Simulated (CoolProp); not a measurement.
Properties of R1336mzz(Z) at several states (Tc = 444.5 K, pc = 2.904 MPa, ω = 0.386).

Values from CoolProp's reference Helmholtz-energy equation of state, McLinden 2020.

| T (K) | p (MPa) | phase | cp (kJ/(kg K)) | isothermal compressibility (1/MPa) | expansivity (1/kK) | fugacity coefficient |
|---|---|---|---|---|---|---|
| 239.9 | 0.318 | liquid | 1.099 | 0.001264 | 1.542 | 0.01190 |
| 350.7 | 0.125 | gas | 0.9606 | 8.326 | 3.290 | 0.9635 |
| 369 | 0.122 | gas | 0.9831 | 8.460 | 3.033 | 0.9706 |
| 486.9 | 3.72 | supercritical | 1.607 | 0.4998 | 11.08 | 0.6971 |
